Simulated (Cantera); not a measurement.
Feed: 1 mol V, 7.2 mol H2O, held at 0.930 Pa.

These are equilibrium values from Cantera (NASA tables, ideal gas, pure condensed phases), not measurements of a reactor. Candidate condensed phases: H2O, V, VO, V2O3, V2O4, V2O5; 12 gas species. Condensed phases not in the tables: the oxides between V2O3 and V2O5 other than VO2. Equilibrium is a limit: real reactors are often held back by kinetics, nucleation or transport.

Question: At 950 °C, list the 3 most abundant gas species with their mole fractions, and the condensed phases.

Answer: H2O 0.792, H2 0.208, H 4.50e-5. Condensed: V2O3(s).
